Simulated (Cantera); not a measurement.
Charge: 1 mol Si, 3.5 mol Br2, 43 mol H2, at 13.0 Pa.

Cantera equilibrium calculation (NASA polynomials, part measured and part estimated; ideal gas, pure solids and liquids). Candidate condensed phases: Br2, Si; 19 gas species. The tables' values for SiBr3, SiBr are old estimates; treat these amounts as uncertain. Rates play no part.

x: gas mole fraction; n: condensed amount in mol.

| T (°C) | x H2 | x HBr | x SiBr4 | x SiBr2 | x Br | n Si(s) |
|---|---|---|---|---|---|---|
| 252 | 0.912 | 0.0659 | 0.0220 | <1e-12 | 1.76e-12 | 0 |
| 327 | 0.912 | 0.0659 | 0.0220 | 1.49e-11 | 1.29e-10 | 0 |
| 402 | 0.912 | 0.0660 | 0.0220 | 8.42e-9 | 3.67e-9 | 0 |
| 477 | 0.912 | 0.0660 | 0.0219 | … | … | 0 |
| 552 | 0.912 | 0.0663 | 0.0217 | 7.81e-5 | 4.90e-7 | 0 |
| 627 | 0.908 | 0.0702 | 0.0194 | 0.00188 | 3.27e-6 | 0 |
| 702 | 0.888 | 0.0917 | 0.00967 | 0.00956 | 2.05e-5 | 0.0749 |
| 777 | 0.873 | 0.108 | 0.00202 | 0.0164 | 9.35e-5 | 0.120 |
| 852 | 0.870 | 0.109 | 0.000296 | 0.0196 | 0.000302 | 0.0631 |
| 927 | 0.871 | 0.106 | 4.82e-5 | 0.0213 | 0.000817 | 0 |
| 1002 | 0.871 | 0.105 | 9.35e-6 | 0.0214 | 0.00199 | 0 |
| 1077 | 0.871 | 0.103 | … | 0.0214 | … | 0 |
| 1152 | 0.871 | 0.0986 | 5.36e-7 | 0.0213 | 0.00856 | 0 |
| 1227 | 0.870 | 0.0917 | 1.45e-7 | 0.0210 | 0.0153 | 0 |

Q: What belongs in the gaps?

A: 
- 477, x SiBr2: 1.31e-6
- 477, x Br: 5.38e-8
- 1077, x SiBr4: 2.12e-6
- 1077, x Br: 0.00435
